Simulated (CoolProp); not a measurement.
Saturated liquid density (kg/m³) of C2F6 (R116): the reference equation beside estimates from Tc = 19.9 °C, pc = 3048 kPa, ω = 0.257.

The numbers come from the reference Helmholtz-energy equation of state, Lemmon 2006 in CoolProp. It is a short technical equation, of lower accuracy than the large ones.

```json
[
 {"T (°C)": "-88.15", "reference": "1648", "van der Waals": "1041", "Soave-Redlich-Kwong": "1578", "Peng-Robinson": "1783"},
 {"T (°C)": "-86.05", "reference": "1640", "van der Waals": "1035", "Soave-Redlich-Kwong": "1569", "Peng-Robinson": "1773"},
 {"T (°C)": "-83.95", "reference": "1630", "van der Waals": "1030", "Soave-Redlich-Kwong": "1560", "Peng-Robinson": "1764"},
 {"T (°C)": "-81.85", "reference": "1621", "van der Waals": "1024", "Soave-Redlich-Kwong": "1551", "Peng-Robinson": "1754"},
 {"T (°C)": "-79.75", "reference": "1612", "van der Waals": "1019", "Soave-Redlich-Kwong": "1542", "Peng-Robinson": "1744"},
 {"T (°C)": "-77.65", "reference": "1603", "van der Waals": "1013", "Soave-Redlich-Kwong": "1532", "Peng-Robinson": "1733"},
 {"T (°C)": "-75.55", "reference": "1594", "van der Waals": "1007", "Soave-Redlich-Kwong": "1523", "Peng-Robinson": "1723"},
 {"T (°C)": "-73.35", "reference": "1584", "van der Waals": "1001", "Soave-Redlich-Kwong": "1513", "Peng-Robinson": "1712"},
 {"T (°C)": "-71.25", "reference": "1574", "van der Waals": "994.7", "Soave-Redlich-Kwong": "1503", "Peng-Robinson": "1701"},
 {"T (°C)": "-69.15", "reference": "1565", "van der Waals": "988.7", "Soave-Redlich-Kwong": "1492", "Peng-Robinson": "1690"},
 {"T (°C)": "-67.05", "reference": "1555", "van der Waals": "982.5", "Soave-Redlich-Kwong": "1482", "Peng-Robinson": "1678"},
 {"T (°C)": "-64.95", "reference": "1545", "van der Waals": "976.3", "Soave-Redlich-Kwong": "1472", "Peng-Robinson": "1667"},
 {"T (°C)": "-62.85", "reference": "1535", "van der Waals": "970.0", "Soave-Redlich-Kwong": "1461", "Peng-Robinson": "1655"},
 {"T (°C)": "-60.75", "reference": "1525", "van der Waals": "963.5", "Soave-Redlich-Kwong": "1450", "Peng-Robinson": "1643"},
 {"T (°C)": "-58.65", "reference": "1515", "van der Waals": "957.0", "Soave-Redlich-Kwong": "1439", "Peng-Robinson": "1630"}
]
```

Absolute difference from the reference over all 15 rows, mean and median: van der Waals 36.8 and 36.8 %, Soave-Redlich-Kwong 4.5 and 4.5 %, Peng-Robinson 8.0 and 8.1 %.
